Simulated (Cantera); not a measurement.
Cantera run:

```python
import numpy as np
import cantera as ct

gas_names = """
    O HBr Br2
""".split()
cond_names = """
    Ca(a) Ca(b) Ca(L) CaO2H2(s)
""".split()


# ... load() reads the species with a 1 bar reference pressure and builds the phases ...
species = {s.name: s for s in load("nasa_gas.yaml", gas_names) + load("nasa_condensed.yaml", cond_names)}
# Each term lists the table entries of one substance; the one whose range holds T is used.
reactions = {
    '2 O(g) + 2 HBr(g) + Ca = Br2(g) + Ca(OH)2':
        [(-2, ['O']), (-2, ['HBr']), (-1, ['Ca(a)', 'Ca(b)', 'Ca(L)']), (1, ['Br2']), (1, ['CaO2H2(s)'])],
}


def pick(names, T):
    return next(species[n] for n in names if species[n].thermo.min_temp <= T <= species[n].thermo.max_temp)


results = []
for label, terms in reactions.items():
    print(label)
    print("     T/K   dH/kJ  dS/(J/K)   dG/kJ   log10 K")
    for T in [400, 500, 600, 700, 800, 900, 1000]:
        used = [(nu, pick(names, T)) for nu, names in terms]
        dH = sum(nu * s.thermo.h(T) for nu, s in used) / 1e6
        dS = sum(nu * s.thermo.s(T) for nu, s in used) / 1e3
        dG = dH - T * dS / 1e3
        logK = -dG * 1e6 / (ct.gas_constant * T * np.log(10))
        results.append((label, T, dH, dS, dG, logK, [s.name for _, s in used]))
        print(f"{T:8g} {dH:8.1f} {dS:8.1f} {dG:8.1f} {logK:8.2f}")
```

Output:

```
2 O(g) + 2 HBr(g) + Ca = Br2(g) + Ca(OH)2
     T/K   dH/kJ  dS/(J/K)   dG/kJ   log10 K
     400  -1380.5   -432.7  -1207.4   157.67
     500  -1379.5   -430.7  -1164.2   121.62
     600  -1378.4   -428.5  -1121.3    97.61
     700  -1377.1   -426.6  -1078.5    80.48
     800  -1376.5   -425.8  -1035.8    67.63
     900  -1374.8   -423.8   -993.3    57.65
    1000  -1373.0   -422.0   -951.1    49.68
```

Source: NASA polynomial tables (part measured, part estimated), evaluated in Cantera. Condensed species are held in their standard states even where they would react or evaporate.
